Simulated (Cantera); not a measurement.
Source: NASA polynomial tables (part measured, part estimated), evaluated in Cantera. Values are per mole of reaction as written; species without (g) are pure solids or liquids, kept so even where they would boil at 1 bar.

a) 1.143 Ti + O2(g) → 0.2857 Ti4O7
b) Nb + O2(g) → NbO2
c) 2 B + O2(g) → B2O2(g)

Question: Order these by ΔG° at 2300 K, most negative first.

Answer: a (-584 kJ), c (-507 kJ), b (-411 kJ)
